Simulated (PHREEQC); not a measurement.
## Metal-bearing waste water with silver or lead bath

Solution A (32 mmol/kgw ZnSO4, 0.36 mmol/kgw ZnCl2 and 100 mmol/kgw HCl) is mixed with solution B (0.017 mol/kgw AgNO3 and 0.0021 mol/kgw HNO3) at 75 °C; shares are by mass of water, 1 kg in all. Oxygen alone is held at its pressure in air (log pO2 = -0.68). CO2 from the air is kept out. Solids allowed: Zn(OH)2-e, Zn4(OH)6SO4, Zn5(OH)8Cl2, Cerargyrite, Ag2O, Ag2SO4, Goslarite. Others were left out.

The series has 11 steps of share of solution B, from 0 to 1.

Computed with PHREEQC (ion-association model, wateq4f.dat).

**Question.** Which solids form, in which order, and at which step of the series does each first stand?

**Answer.** Cerargyrite from share of solution B = 0.1 (pH 1.28), last present at share of solution B = 0.9.

At this temperature some constants are extrapolated from 25 °C, and those without enthalpy data are left unchanged.
